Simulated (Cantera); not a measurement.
Mixture: 3.47 % CH4, 2.74 % CO, 17.3 % O2, 65.3 % N2, 11.1 % H2O, equivalence ratio 0.48, at 0.330 bar, adiabatic and at constant pressure. Ignition delay is the time to a rise of 400 K.

Detailed kinetics in Cantera: GRI-Mech 3.0 (53 species, 325 reactions).

**Question.** Predict: delay at 1275 K; delay at 1375 K; delay at 1475 K; delay at 1575 K; delay at 1675 K; apparent activation energy between 1575 and 1675 K.

**Answer.** 
```
Quantity                                                Result
--------------------------------------------------  ----------
delay at 1275 K                                        27.7 ms
delay at 1375 K                                        7.98 ms
delay at 1475 K                                        2.92 ms
delay at 1575 K                                        1.31 ms
delay at 1675 K                                       0.712 ms
apparent activation energy between 1575 and 1675 K  130 kJ/mol
```
